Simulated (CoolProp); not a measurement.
Saturated liquid density (kg/m³) of CH3F (R41): the reference equation beside estimates from Tc = 44.1 °C, pc = 59.06 bar, ω = 0.200.

Computed with CoolProp (reference Helmholtz-energy equation of state, Lemmon 2006). It is a short technical equation, of lower accuracy than the large ones.

```
T (°C)  reference  van der Waals  Redlich-Kwong  Soave-Redlich-Kwong
------  ---------  -------------  -------------  -------------------
-30.65      770.4          408.9          584.0                604.6
-26.85      760.2          403.6          574.5                595.3
-22.95      749.5          398.0          564.5                585.4
-19.15      738.8          392.4          554.4                575.4
-15.25      727.4          386.5          543.7                564.7
-11.45      715.9          380.5          532.9                553.8
-7.55       703.8          374.1          521.5                542.2
-3.75       691.4          367.7          509.8                530.3
0.15        678.2          360.8          497.4                517.6
3.95        664.8          353.7          484.7                504.5
7.85        650.3          346.1          471.1                490.4
11.65       635.4          338.3          457.2                475.8
15.55       619.1          329.8          442.0                459.9
19.35       602.0          321.0          426.2                443.2
23.25       583.0          311.1          408.9                424.7
```

Absolute difference from the reference over all 15 rows, mean and median: van der Waals 46.8 and 46.8 %, Redlich-Kwong 26.6 and 26.3 %, Soave-Redlich-Kwong 23.7 and 23.3 %.
